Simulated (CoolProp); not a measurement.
n-butane along the isobar 67.2 bar: Z from the reference equation and from simpler models built on Tc = 425.1 K, pc = 37.96 bar, ω = 0.201; each cubic takes its own stable root.

Computed with CoolProp (reference Helmholtz-energy equation of state, Bücker 2006).

```
T (K)   phase  reference  van der Waals  Soave-Redlich-Kwong  Peng-Robinson
-----  ------  ---------  -------------  -------------------  -------------
341.4  liquid     0.2576         0.3935               0.2774         0.2458
350    liquid     0.2564         0.3902               0.2771         0.2456
358.7  liquid     0.2557         0.3874               0.2775         0.2460
367.3  liquid     0.2555         0.3854               0.2787         0.2472
376    liquid     0.2560         0.3840               0.2807         0.2493
384.6  liquid     0.2571         0.3832               0.2838         0.2523
393.2  liquid     0.2590         0.3833               0.2881         0.2564
401.9  liquid     0.2620         0.3842               0.2939         0.2622
410.5  liquid     0.2662         0.3860               0.3015         0.2697
```
